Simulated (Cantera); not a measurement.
## Thermodynamics of carbothermic reduction, feed CuO + CO + N₂

A closed system holds: 1 mol CuO, 3.9 mol CO, 7.1 mol N₂, equilibrated at 9.00 mbar.

Method: chemical equilibrium by Gibbs-energy minimisation in Cantera with the NASA 1993 tables (ideal gas, pure condensed phases). Candidate condensed phases: C, Cu, CuO, Cu₂O; 27 gas species. Rates play no part.

```csv
T (K),x N₂,x CO,x CO₂,x Cu,n Cu(s),n Cu(l)
973,0.645,0.264,0.0909,5.69e-10,1.00,0
1123,0.645,0.264,0.0909,1.39e-7,1.000,0
1273,0.645,0.264,0.0909,9.16e-6,1.000,0
1423,0.645,0.264,0.0909,0.000232,0,0.997
1573,0.644,0.263,0.0906,0.00295,0,0.967
1723,0.630,0.257,0.0887,0.0237,0,0.732
1873,0.592,0.242,0.0833,0.0831,0,0
2023,0.592,0.242,0.0831,0.0832,0,0
2173,0.591,0.243,0.0818,0.0832,0,0
2323,0.588,0.248,0.0753,0.0829,0,0
2473,0.580,0.262,0.0578,0.0819,0,0
```
x: gas mole fraction; n: condensed amount in mol.

From 973 K to 1273 K the condensed part is Cu(s). From 1423 K to 1723 K the condensed part is Cu(l). From 1873 K to 2473 K nothing is condensed.
